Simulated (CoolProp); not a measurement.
R1234yf along the isobar 4.34 MPa: fugacity coefficient from the reference equation and from simpler models built on Tc = 367.8 K, pc = 3.384 MPa, ω = 0.276; each cubic takes its own stable root.

The numbers come from the reference Helmholtz-energy equation of state, Lemmon 2022 in CoolProp.

```json
[
 {"T (K)": "346.3", "phase": "liquid", "reference": "0.4011", "van der Waals": "0.5003", "Redlich-Kwong": "0.4414", "Soave-Redlich-Kwong": "0.4189"},
 {"T (K)": "354.3", "phase": "liquid", "reference": "[?]", "van der Waals": "[?]", "Redlich-Kwong": "0.4837", "Soave-Redlich-Kwong": "0.4692"},
 {"T (K)": "362.2", "phase": "liquid", "reference": "0.5006", "van der Waals": "0.5632", "Redlich-Kwong": "0.5249", "Soave-Redlich-Kwong": "0.5189"},
 {"T (K)": "370.2", "phase": "supercritical", "reference": "0.5509", "van der Waals": "0.5938", "Redlich-Kwong": "0.5654", "Soave-Redlich-Kwong": "0.5678"},
 {"T (K)": "378.2", "phase": "supercritical", "reference": "0.5986", "van der Waals": "0.6232", "Redlich-Kwong": "0.6031", "Soave-Redlich-Kwong": "0.6126"},
 {"T (K)": "386.1", "phase": "supercritical", "reference": "0.6369", "van der Waals": "0.6501", "Redlich-Kwong": "0.6354", "Soave-Redlich-Kwong": "0.6486"},
 {"T (K)": "394.1", "phase": "supercritical", "reference": "0.6667", "van der Waals": "0.6739", "Redlich-Kwong": "0.6617", "Soave-Redlich-Kwong": "0.6775"},
 {"T (K)": "402", "phase": "supercritical", "reference": "0.6917", "van der Waals": "0.6936", "Redlich-Kwong": "0.6836", "Soave-Redlich-Kwong": "0.7022"},
 {"T (K)": "410", "phase": "supercritical", "reference": "0.7140", "van der Waals": "[?]", "Redlich-Kwong": "0.7033", "Soave-Redlich-Kwong": "[?]"}
]
```

**Question.** Complete the blanks.

**Answer.** 
- 354.3, reference: 0.4507
- 354.3, van der Waals: 0.5322
- 410, van der Waals: 0.7110
- 410, Soave-Redlich-Kwong: 0.7243
